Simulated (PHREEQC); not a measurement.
Solution (8.2 °C): 0.0028 mol HCl, 0.048 mol Al2(SO4)3 and 0.2 mol MgSO4 per kg of water. Closed to the air; pH follows from the charge balance.

Equilibrium calculation in PHREEQC: ion-association model, phreeqc.dat.

- pH: 3.11
- ionic strength: 0.510 mol/kgw
- activity of water: 0.993
- total alkalinity: -2.80 meq/kg

```tsv
species	molality	activity	log γ
SO4-2	0.116	0.0245	-0.676
Mg+2	0.101	0.0306	-0.520
MgSO4	0.0987	0.111	0.051
AlSO4+	0.0524	0.0352	-0.173
Al(SO4)2-	0.0374	0.0251	-0.173
Al+3	0.00615	0.000572	-1.031
Cl-	0.00280	0.00184	-0.184
HSO4-	0.00179	0.00132	-0.131
H+	0.00102	0.000780	-0.115
AlOH+2	9.90e-6	2.33e-6	-0.629
AlHSO4+2	7.28e-6	2.18e-6	-0.524
Al(OH)2+	6.58e-9	4.58e-9	-0.157
```

No solid was allowed to form. Away from 25 °C the constants follow the database's enthalpies or fits; those with neither stay at their 25 °C values.
